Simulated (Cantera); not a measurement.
A freely propagating, adiabatic, planar premixed flame of H2 : O2 : N2 = 1 : 0.847 : 3.19 (molar parts), equivalence ratio 0.59, unburnt at 600 K and 1.01 bar; multicomponent transport, grid criteria slope 0.08 and curve 0.16, no radiation.

Computed with Cantera and the H2/O2 subset of GRI-Mech 3.0, which has no nitrogen chemistry. Burning velocities carry a grid error of a few per cent, more on coarse grids. Lean hydrogen flames are cellular in practice and burn faster than this planar one.

x: mole fraction of selected species; z is measured from the peak of heat release.

| z (mm) | T (K) | u (m/s) | x H2 | x O2 | x H | x O | x OH | x H2O |
|---|---|---|---|---|---|---|---|---|
| -1.25 | 600 | 4.16 | 0.199 | 0.168 | <1e-8 | <1e-8 | <1e-8 | <1e-8 |
| -0.834 | 600 | 4.16 | 0.199 | 0.168 | <1e-8 | <1e-8 | <1e-8 | 1.00e-8 |
| -0.625 | 600 | 4.16 | 0.198 | 0.168 | <1e-8 | <1e-8 | <1e-8 | 2.04e-7 |
| -0.417 | 600 | 4.15 | 0.198 | 0.168 | 6.11e-8 | 2.72e-8 | <1e-8 | 6.68e-6 |
| -0.208 | 638 | 4.36 | 0.184 | 0.169 | 0.000174 | 1.71e-5 | 9.59e-5 | 0.00277 |
| -0.104 | … | 5.68 | 0.146 | 0.163 | 0.00348 | 0.000444 | 0.000747 | 0.0266 |
| 0 | … | 7.82 | 0.0771 | 0.133 | 0.0149 | 0.00448 | 0.00313 | 0.0933 |
| 0.104 | … | 9.43 | 0.0291 | 0.0959 | 0.0206 | 0.0102 | 0.00765 | 0.156 |
| 0.208 | … | 10.3 | 0.0156 | 0.0826 | 0.0176 | 0.0116 | 0.0102 | 0.178 |
| 0.417 | 1747 | 11.1 | 0.0108 | 0.0779 | 0.0109 | 0.00956 | 0.0115 | 0.190 |
| 0.834 | 1869 | 11.8 | 0.00734 | 0.0763 | 0.00528 | 0.00627 | 0.0112 | 0.199 |
| 1.67 | 1959 | 12.3 | 0.00404 | 0.0758 | 0.00193 | 0.00335 | 0.00926 | 0.207 |
| 3.33 | 2012 | 12.6 | 0.00182 | 0.0761 | 0.000549 | 0.00148 | 0.00661 | 0.212 |

Q: Fill in the missing entries.

A: 
- -0.104, T (K): 854
- 0, T (K): 1205
- 0.104, T (K): 1464
- 0.208, T (K): 1605
